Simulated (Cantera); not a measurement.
Cantera run, input and output.

```python
import numpy as np
import cantera as ct

gas = ct.Solution("h2o2.yaml")
gas.TPX = 650, 480000, {'H2': 1, 'O2': 0.185, 'N2': 0.696}
flame = ct.FreeFlame(gas, width=0.013)
flame.set_refine_criteria(ratio=3, slope=0.08, curve=0.16)
flame.transport_model = "mixture-averaged"
flame.solve(loglevel=0, auto=True)
flame.transport_model = "multicomponent"
flame.soret_enabled = False
flame.solve(loglevel=0, refine_grid=True)
z, T = flame.grid, flame.T
thick = (T[-1] - T[0]) / np.gradient(T, z).max()
show = ['H2', 'O2', 'H2O', 'H2O2', 'O', 'HO2']
print(f"laminar burning velocity  {flame.velocity[0] * 100:.3f} cm/s")
print(f"burnt temperature         {T[-1]:.1f} K")
print(f"thermal thickness         {thick * 1e3:.4f} mm")
print(f"grid points               {len(z)}")
z0 = z[flame.heat_release_rate.argmax()]
print(f"{'z/mm':>9s}{'T/K':>9s}{'u/(m/s)':>9s}" + "".join(f"{s:>11s}" for s in show))
rows = []
for k in (-3, -2, -1.5, -1, -0.5, -0.25, 0, 0.25, 0.5, 1, 2, 4, 8):
    zz = z0 + k * thick
    rows.append([k * thick, np.interp(zz, z, T), np.interp(zz, z, flame.velocity),
                 *(np.interp(zz, z, flame.X[gas.species_index(s)]) for s in show)])
    print(f"{rows[-1][0] * 1e3:9.3f}{rows[-1][1]:9.1f}{rows[-1][2]:9.3f}" + "".join(f"{x:11.3e}" for x in rows[-1][3:]))
```

Output:

```
laminar burning velocity  932.245 cm/s
burnt temperature         2132.7 K
thermal thickness         0.0678 mm
grid points               109
     z/mm      T/K  u/(m/s)         H2         O2        H2O       H2O2          O        HO2
   -0.203    650.0    9.322  5.316e-01  9.835e-02  1.281e-10  2.207e-13  9.864e-15  4.166e-11
   -0.136    650.0    9.322  5.316e-01  9.835e-02  5.023e-09  1.126e-11  1.681e-12  2.106e-09
   -0.102    650.0    9.323  5.316e-01  9.835e-02  1.022e-07  3.037e-10  1.049e-10  5.569e-08
   -0.068    650.9    9.333  5.315e-01  9.838e-02  6.032e-06  2.982e-08  1.981e-08  4.519e-06
   -0.034    719.6   10.222  5.244e-01  9.746e-02  3.279e-03  1.434e-05  2.147e-05  6.004e-04
   -0.017    985.8   13.690  4.937e-01  8.781e-02  2.928e-02  2.606e-05  2.741e-04  4.424e-04
    0.000   1343.9   18.213  4.296e-01  5.886e-02  9.284e-02  7.085e-06  1.189e-03  2.135e-04
    0.017   1591.8   21.314  3.701e-01  2.445e-02  1.613e-01  1.784e-06  1.259e-03  8.381e-05
    0.034   1715.8   22.847  3.452e-01  7.660e-03  1.948e-01  8.420e-07  6.587e-04  2.549e-05
    0.068   1821.2   24.108  3.403e-01  8.647e-04  2.094e-01  3.523e-07  2.510e-04  2.739e-06
    0.136   1912.0   25.155  3.472e-01  6.666e-05  2.126e-01  1.745e-07  1.364e-04  2.554e-07
    0.271   1991.2   26.046  3.548e-01  1.903e-05  2.143e-01  8.581e-08  6.844e-05  9.605e-08
    0.542   2051.1   26.706  3.608e-01  7.895e-06  2.158e-01  3.820e-08  2.864e-05  4.322e-08
```

Computed with Cantera and the H2/O2 subset of GRI-Mech 3.0, which has no nitrogen chemistry. The hydrogen kinetics of GRI-Mech 3.0 are dated; newer H2 mechanisms differ, most at raised pressure. Burning velocities carry a grid error of a few per cent, more on coarse grids.
